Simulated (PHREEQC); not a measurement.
A solution holds 16 mmol/kgw H2SO4, 1.4 mmol/kgw Cs2SO4 and 30 mmol/kgw ZnCl2, at 35 °C. Closed to the air; pH follows from the charge balance.

Computed with PHREEQC (ion-association model, wateq4f.dat).

The pH is 1.68. The ionic strength comes out as 0.105 mol/kgw and the total alkalinity is -32.0 meq/kg.

```csv
species,molality,activity,log γ
Cl-,0.0577,0.0437,-0.121
H+,0.0253,0.0207,-0.086
Zn+2,0.0231,0.00897,-0.410
HSO4-,0.00675,0.00520,-0.114
SO4-2,0.00570,0.00206,-0.443
ZnSO4,0.00455,0.00466,0.011
Cs+,0.00280,0.00217,-0.111
ZnCl+,0.00212,0.00161,-0.118
Zn(SO4)2-2,0.000200,7.22e-5,-0.443
ZnCl2,7.50e-5,7.68e-5,0.011
ZnCl3-,5.24e-6,3.99e-6,-0.118
ZnCl4-2,2.59e-7,9.43e-8,-0.439
```

Precipitation was switched off in this run. Species that the database lacks are ignored.
